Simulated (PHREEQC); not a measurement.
Consider water at 25 °C with 1.04 mmol/kgw H2SO4, 1.36 mmol/kgw NaCl and 1.04 mmol/kgw CuCl2. Closed to the air; pH follows from the charge balance.

Model: ion-association model, phreeqc.dat, run in PHREEQC.

Precipitation was switched off in this run.

Q: Predict the pH, specific conductance.

A: pH 2.74; specific conductance 1170 µS/cm.

Q: In which forms is Cu present?

A: Cu+2 91 %, CuSO4 7.9 %, CuCl+ 0.6 % of the Cu.
